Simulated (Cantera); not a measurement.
Feed: 1 mol SiCl₄, 0.27 mol O₃, at 500 K and 440 Pa.

Cantera equilibrium calculation (NASA polynomials, part measured and part estimated; ideal gas, pure solids and liquids). Candidate condensed phases: Si, SiO₂; 15 gas species. Equilibrium is a limit: real reactors are often held back by kinetics, nucleation or transport.

Base state: Cl₂ 0.577, SiCl₄ 0.423 (mole fractions); condensed: SiO₂(α-quartz).

Task: What changes in the equilibrium state with this change: O₃ from 0.27 to 1.4 mol?

Result: 
| species | before | after |
|---|---|---|
| Cl₂ | 0.577 | 0.645 |
| O₂ | <1e-9 | 0.355 |
| SiCl₄ | 0.423 | <1e-9 |
| SiO₂(α-quartz), mol | 0.405 | 1.00 |
